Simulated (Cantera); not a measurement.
## Hydrocarbon pyrolysis for carbon deposition

An isothermal, constant-pressure homogeneous reactor starts with 25.0 % C3H8, 75.0 % H2, at 1675 K and 1.01 bar.

Computed with Cantera and GRI-Mech 3.0 (53 species, 325 reactions). GRI-Mech 3.0 was tuned for natural gas; its chemistry of propane as a main component is partial and can be far from experiment. GRI-Mech 3.0 stops at C3 and has no aromatics, soot or wall deposition, so with more carbon than oxygen in the feed, carbon stays in small species such as C2H2 where larger ones or solid carbon would form.

```json
[
 {"t (s)": "3.00e-6", "x C3H8": "0.173", "x H2": "0.709", "x CH2": "1.15e-5", "x C2H6": "0.00690", "x C2H4": "0.0514"},
 {"t (s)": "1.70e-5", "x C3H8": "0.0140", "x H2": "0.627", "x CH2": "3.92e-6", "x C2H6": "0.0128", "x C2H4": "0.164"},
 {"t (s)": "9.59e-5", "x C3H8": "2.12e-5", "x H2": "0.636", "x CH2": "2.09e-7", "x C2H6": "0.00129", "x C2H4": "0.131"},
 {"t (s)": "0.000542", "x C3H8": "4.22e-7", "x H2": "0.655", "x CH2": "4.55e-8", "x C2H6": "0.000161", "x C2H4": "0.0731"},
 {"t (s)": "0.00306", "x C3H8": "9.29e-8", "x H2": "0.678", "x CH2": "3.92e-8", "x C2H6": "9.42e-5", "x C2H4": "0.0112"},
 {"t (s)": "0.0173", "x C3H8": "5.51e-8", "x H2": "0.697", "x CH2": "3.39e-8", "x C2H6": "6.59e-5", "x C2H4": "0.00780"},
 {"t (s)": "0.0979", "x C3H8": "2.45e-8", "x H2": "0.736", "x CH2": "2.20e-8", "x C2H6": "2.66e-5", "x C2H4": "0.00841"},
 {"t (s)": "0.554", "x C3H8": "1.65e-8", "x H2": "0.751", "x CH2": "1.68e-8", "x C2H6": "1.74e-5", "x C2H4": "0.00871"},
 {"t (s)": "3.13", "x C3H8": "1.65e-8", "x H2": "0.751", "x CH2": "1.67e-8", "x C2H6": "1.74e-5", "x C2H4": "0.00871"},
 {"t (s)": "17.7", "x C3H8": "1.65e-8", "x H2": "0.751", "x CH2": "1.67e-8", "x C2H6": "1.74e-5", "x C2H4": "0.00871"},
 {"t (s)": "100", "x C3H8": "1.65e-8", "x H2": "0.751", "x CH2": "1.67e-8", "x C2H6": "1.74e-5", "x C2H4": "0.00871"}
]
```
x: mole fraction; the columns are a selection and need not sum to one.

Equilibrium at this temperature and pressure: C3H8 1.65e-8, H2 0.751, CH2 1.67e-8, C2H6 1.74e-5, C2H4 0.00871 (gas phase only).
